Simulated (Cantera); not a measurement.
A freely propagating, adiabatic, planar premixed flame of H2 : O2 : N2 = 1 : 0.179 : 0.661 (molar parts), equivalence ratio 2.8, unburnt at 700 K and 100.0 Torr; mixture-averaged transport, grid criteria slope 0.08 and curve 0.16, no radiation.

Computed with Cantera and the H2/O2 subset of GRI-Mech 3.0, which has no nitrogen chemistry. Burning velocities carry a grid error of a few per cent, more on coarse grids.

**Question.** How do the results move with these cheaper or finer settings: unity-Lewis-number transport; multicomponent transport; multicomponent+Soret transport; grid criteria slope 0.5, curve 1; grid criteria slope 0.25, curve 0.5; grid criteria slope 0.03, curve 0.06?

**Answer.** 
| setting | laminar burning velocity | thermal thickness | peak x(O) | peak x(H2O2) | grid points |
|---|---|---|---|---|---|
| as above | 870 cm/s | 7.06 mm | 0.00304 | 1.21e-7 | 148 |
| unity-Lewis-number transport | 549 cm/s | 6.36 mm | 0.00203 | 1.21e-7 | 129 |
| multicomponent transport | 845 cm/s | 7.11 mm | 0.00293 | 1.26e-7 | 148 |
| multicomponent+Soret transport | 829 cm/s | 7.04 mm | 0.00293 | 1.31e-7 | 148 |
| grid criteria slope 0.5, curve 1 | 1190 cm/s | 13.6 mm | 0.00203 | 1.01e-7 | 46 |
| grid criteria slope 0.25, curve 0.5 | 948 cm/s | 8.48 mm | 0.00281 | 1.22e-7 | 79 |
| grid criteria slope 0.03, curve 0.06 | 848 cm/s | 6.72 mm | 0.00310 | 1.19e-7 | 312 |
The base run took roughly 1.9 core-seconds.
Unity Lewis numbers drop preferential diffusion, which matters most where H2 and H carry the flame; Soret adds thermal diffusion.
